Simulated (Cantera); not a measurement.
An isothermal, constant-pressure homogeneous reactor starts with NH3 : N2 = 1 : 0.44 (molar parts), at 1975 K and 10.5 Torr.

Computed with Cantera and the gas-phase N/H chemistry of the illustrative SiF4/NH3 mechanism in the Surface Chemkin manual (1991). Walls and surfaces, which speed up NH3 decomposition in real reactors, are not modelled.

x: mole fraction; the columns are a selection and need not sum to one.

```csv
t (s),x NH3,x NH,x H2,x H,x N2,x NH2
4.00e-5,0.694,1.08e-10,2.76e-6,3.68e-7,0.306,5.89e-6
0.000144,0.694,1.96e-9,1.09e-5,3.69e-7,0.306,2.21e-5
0.000517,0.694,?,?,3.72e-7,0.306,?
0.00186,0.694,7.25e-7,0.000152,4.31e-7,0.306,0.000287
0.00667,0.693,5.36e-6,0.000909,1.40e-6,0.305,0.000956
0.0240,0.683,1.18e-5,0.00892,8.86e-6,0.306,0.00151
0.0862,0.646,1.53e-5,0.0417,3.23e-5,0.311,0.00136
0.310,0.533,1.84e-5,0.142,0.000101,0.324,0.00108
1.11,?,?,?,?,0.351,?
4.00,0.0645,9.50e-6,0.557,0.000684,0.378,0.000228
```

Q: Fill in the missing entries.

A: 
- 0.000517, x NH: 4.13e-8
- 0.000517, x H2: 4.01e-5
- 0.000517, x NH2: 8.03e-5
- 1.11, x NH3: 0.295
- 1.11, x NH: 1.68e-5
- 1.11, x H2: 0.353
- 1.11, x H: 0.000283
- 1.11, x NH2: 0.000680
